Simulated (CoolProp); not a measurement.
Values from CoolProp's reference Helmholtz-energy equation of state, Thol 2017.

### Question
For octamethyltrisiloxane (MDM), give the phase and the density (kg/m³), cp (kJ/(kg K)), isothermal compressibility (1/MPa), expansivity (1/kK) at 280.35 °C and 0.104 MPa.

### Answer
- 280.35 °C and 0.104 MPa: gas; density 5.49, cp 2.06, isothermal compressibility 9.89, expansivity 2.00
